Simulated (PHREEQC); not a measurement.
Make-up at 25 °C: 0.041 mol/kgw NiCl2. Closed to the air; pH follows from the charge balance.

The numbers come from PHREEQC with the ion-association model, wateq4f.dat.

No solid was allowed to form.

Q: Predict the pH.

A: pH 5.85.

Q: In which forms is Cl present?

A: Cl- 96 %, NiCl+ 3.2 %, NiCl2 1.0 % of the Cl.

Complexes and solids missing from the database can't appear.
